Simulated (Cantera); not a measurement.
An isothermal, constant-pressure homogeneous reactor starts with 0.126 % CO, 3.19 % O2, 0.0570 % H2O, 96.6 % N2, equivalence ratio 0.020, at 1225 K and 250000 Pa.

Model: GRI-Mech 3.0 (53 species, 325 reactions), integrated in Cantera.

One state of this run: x CO = 8.01e-7; x O2 = 0.0313; x H2O = 0.000570; x H2 = 5.71e-10; x HO2 = 6.86e-9; x O = 5.09e-8; x NO = 1.12e-7. x: mole fraction; the columns are a selection and need not sum to one.

Which value of t (s) does it belong to?
A. 0.0447
B. 0.000104
C. 0.000783
D. 0.927

D, 0.927
